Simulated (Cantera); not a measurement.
A freely propagating, adiabatic, planar premixed flame of H2 : O2 : N2 = 1 : 0.893 : 3.36 (molar parts), equivalence ratio 0.56, unburnt at 550 K and 1.00 bar; mixture-averaged transport, grid criteria slope 0.08 and curve 0.16, no radiation.

Cantera simulation using the H2/O2 subset of GRI-Mech 3.0, which has no nitrogen chemistry; the numbers are that mechanism's predictions, not measurements. Burning velocities carry a grid error of a few per cent, more on coarse grids. Lean hydrogen flames are cellular in practice and burn faster than this planar one.

x: mole fraction of selected species; z is measured from the peak of heat release.

| z (mm) | T (K) | u (m/s) | x H2 | x O2 | x H | x OH | x O | x H2O |
|---|---|---|---|---|---|---|---|---|
| -1.23 | 550 | 3.02 | 0.190 | 0.170 | <1e-8 | <1e-8 | <1e-8 | <1e-8 |
| -0.819 | 550 | 3.02 | 0.190 | 0.170 | <1e-8 | <1e-8 | <1e-8 | 4.88e-8 |
| -0.614 | 550 | 3.02 | 0.190 | 0.170 | <1e-8 | <1e-8 | <1e-8 | 6.98e-7 |
| -0.410 | 551 | 3.02 | 0.188 | 0.171 | 1.64e-8 | <1e-8 | 4.09e-8 | 2.04e-5 |
| -0.205 | 600 | 3.22 | 0.168 | 0.173 | 9.50e-5 | 7.35e-5 | 1.25e-5 | 0.00360 |
| -0.102 | 825 | 4.32 | 0.130 | 0.166 | 0.00236 | 0.000660 | 0.000330 | 0.0290 |
| 0 | … | 5.98 | … | … | … | … | … | … |
| 0.102 | 1420 | 7.23 | 0.0280 | 0.104 | 0.0154 | 0.00622 | 0.00819 | 0.149 |
| 0.205 | 1562 | 7.92 | 0.0136 | 0.0897 | 0.0134 | 0.00856 | 0.00964 | 0.172 |
| 0.410 | 1702 | 8.58 | 0.00822 | 0.0842 | 0.00790 | 0.00971 | 0.00787 | 0.185 |
| 0.819 | 1815 | 9.10 | 0.00509 | 0.0829 | 0.00338 | 0.00901 | 0.00479 | 0.194 |
| 1.64 | 1889 | 9.43 | … | 0.0828 | … | … | … | 0.200 |
| 3.28 | 1928 | 9.60 | 0.000977 | 0.0832 | 0.000249 | 0.00459 | 0.000894 | 0.204 |

Q: Fill in the missing entries.

A: 
- 0, T (K): 1166
- 0, x H2: 0.0709
- 0, x O2: 0.138
- 0, x H: 0.0105
- 0, x OH: 0.00246
- 0, x O: 0.00340
- 0, x H2O: 0.0908
- 1.64, x H2: 0.00250
- 1.64, x H: 0.00106
- 1.64, x OH: 0.00696
- 1.64, x O: 0.00230
